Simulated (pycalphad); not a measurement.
**Effect of Si content in Cu-Si**

Computed with pycalphad from the COST 507 light-alloy database (1999), at 1 atm. The database dates from 1999; later assessments differ in places, in temperatures and in the compounds included. Amounts are mole fractions of atoms. Diffusion is slow at the low end, where real alloys seldom reach equilibrium.

```csv
alloy,liquidus (K),first solid,solidus (K),phases at 550 K
Cu-47.5Si (at.%),?,diamond (Si),1074,?
Cu-71.25Si (at.%),1503,diamond (Si),1074,"diamond (Si) 0.62, CU19SI6_ETA 0.38"
Cu-95Si (at.%),1661,diamond (Si),1074,"diamond (Si) 0.93, CU19SI6_ETA 0.07"
```

Question: Fill in the missing entries.

Answer: 
- Cu-47.5Si (at.%), liquidus (K): 1318
- Cu-47.5Si (at.%), phases at 550 K: CU19SI6_ETA 0.69, diamond (Si) 0.31

Database names, with the compositions (at.%) that they take in these runs: CU19SI6_ETA: Cu 76 Si 24.
